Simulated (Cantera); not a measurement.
Cantera run:

```python
import numpy as np
import cantera as ct

gas_names = """
    CL CL2 H HCL H2 Mg MgCL MgCL2 MgH MgN Mg2 N NH NH2 NH3 N2 N2H2 N2H4
""".split()
cond_names = """
    Mg(cr) Mg(L) MgCL2(s) MgCL2(L) NH4CL(a) NH4CL(b)
""".split()


# ... load() reads the species with a 1 bar reference pressure and builds the phases ...
atoms = {
    'MgCl2': {'Mg': 1, 'CL': 2},
    'HCl': {'H': 1, 'CL': 1},
    'N2': {'N': 2},
}
top_T = {}  # K; cautious upper limits of use, not melting points


# ... equilibrate(T, P, feed) seeds the gas with the atoms and calls Mixture.equilibrate('TP', solver="vcs", rtol=1e-11, max_steps=5000) ...
results = []
feed = {'MgCl2': 1, 'HCl': 0.15, 'N2': 1.1}  # mol
P = 20  # Pa
for T in [673, 748, 823, 898, 973, 1048, 1123]:
    mix = equilibrate(T, P, feed)
    results.append((T, P, feed, dict(zip(mix.species_names, mix.species_moles))))
    x = sorted(zip(gas.X, gas.species_names), reverse=True)
    print(f"T = {T:g} K  P = {P:g} Pa  gas = {mix.phase_moles(0):.4g} mol")
    print("   x: " + "  ".join(f"{s} {v:.3e}" for v, s in x if v > 1e-06))
    print("   condensed (mol): " + ("  ".join(f"{mix.phase(i).name} {mix.phase_moles(i):.4g}"
          for i in range(1, mix.n_phases) if mix.phase_moles(i) > 1e-12) or "none"))
```

It prints:

```
T = 673 K  P = 20 Pa  gas = 1.25 mol
   x: N2 8.800e-01  HCL 1.200e-01
   condensed (mol): MgCL2(s) 1
T = 748 K  P = 20 Pa  gas = 1.25 mol
   x: N2 8.799e-01  HCL 1.200e-01  MgCL2 6.450e-05
   condensed (mol): MgCL2(s) 0.9999
T = 823 K  P = 20 Pa  gas = 1.253 mol
   x: N2 8.781e-01  HCL 1.197e-01  MgCL2 2.181e-03
   condensed (mol): MgCL2(s) 0.9973
T = 898 K  P = 20 Pa  gas = 1.302 mol
   x: N2 8.447e-01  HCL 1.152e-01  MgCL2 4.015e-02  CL 1.117e-06
   condensed (mol): MgCL2(s) 0.9477
T = 973 K  P = 20 Pa  gas = 2.25 mol
   x: N2 4.889e-01  MgCL2 4.444e-01  HCL 6.666e-02  CL 3.560e-06  H2 1.818e-06
   condensed (mol): none
T = 1048 K  P = 20 Pa  gas = 2.25 mol
   x: N2 4.889e-01  MgCL2 4.444e-01  HCL 6.665e-02  CL 1.299e-05  H2 6.550e-06
   condensed (mol): none
T = 1123 K  P = 20 Pa  gas = 2.25 mol
   x: N2 4.889e-01  MgCL2 4.444e-01  HCL 6.663e-02  CL 3.987e-05  H2 2.000e-05
   condensed (mol): none
```

Equilibrium computed with Cantera from the NASA thermochemical tables; the gas is ideal and each condensed phase is pure.
